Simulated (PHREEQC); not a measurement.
Solution A (3.7 mmol/kgw HF, 1.2 mmol/kgw NH3 and 0.099 mmol/kgw NaCl) is mixed with solution B (0.041 mol CaCl2, 0.00025 mol Na2SO4 and 0.00013 mol NaCl per kg of water) at 25 °C; shares are by mass of water, 1 kg in all. O2 is buffered at 0.21 atm. No CO2 enters from the air. Nothing may precipitate in this run.

Model: ion-association model, wateq4f.dat, run in PHREEQC.

| share of solution B | pH | F- (mol/kgw) | CaSO4 (mol/kgw) | SO4-2 (mol/kgw) | HF (mol/kgw) |
|---|---|---|---|---|---|
| 0 | 3.18 | 0.00188 | 0 | 0 | 0.00178 |
| 0.1 | 3.19 | 0.00175 | 5.79e-6 | 1.82e-5 | 0.00151 |
| 0.2 | 3.20 | 0.00160 | 1.59e-5 | 3.26e-5 | 0.00127 |
| 0.3 | 3.23 | 0.00144 | 2.75e-5 | 4.55e-5 | 0.00105 |
| 0.4 | 3.26 | 0.00128 | 4.01e-5 | 5.77e-5 | 0.000845 |
| 0.6 | 3.36 | 0.000925 | 6.71e-5 | 8.07e-5 | 0.000470 |
| 0.7 | 3.43 | 0.000731 | 8.12e-5 | 9.17e-5 | 0.000305 |
| 0.8 | 3.56 | 0.000521 | 9.56e-5 | 0.000103 | 0.000162 |
| 0.9 | 3.79 | 0.000285 | 0.000110 | 0.000113 | 5.11e-5 |
| 1 | 6.94 | 0 | 0.000126 | 0.000124 | 0 |

Along this series the solution becomes supersaturated in solids that the run did not let form, among them Fluorite.
